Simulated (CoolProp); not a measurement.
Model: reference Helmholtz-energy equation of state, Lemmon 2006, in CoolProp. It is a short technical equation, of lower accuracy than the large ones.

Problem. For C2F6 (R116), give the phase and the cv (kJ/(kg K)), speed of sound (m/s), Joule-Thomson coefficient (K/MPa), viscosity (µPa s) at 285.9 K and 302 kPa; 334.3 K and 302 kPa; 348.1 K and 302 kPa.

Solution. 
- 285.9 K and 302 kPa: gas; cv 0.697, speed of sound 133, Joule-Thomson coefficient 9.60, viscosity 13.5
- 334.3 K and 302 kPa: gas; cv 0.768, speed of sound 145, Joule-Thomson coefficient 6.14, viscosity 15.8
- 348.1 K and 302 kPa: gas; cv 0.787, speed of sound 148, Joule-Thomson coefficient 5.50, viscosity 16.5

Viscosity comes from a separate model (Huber 2003), an estimate that may be off by 10 % or more.
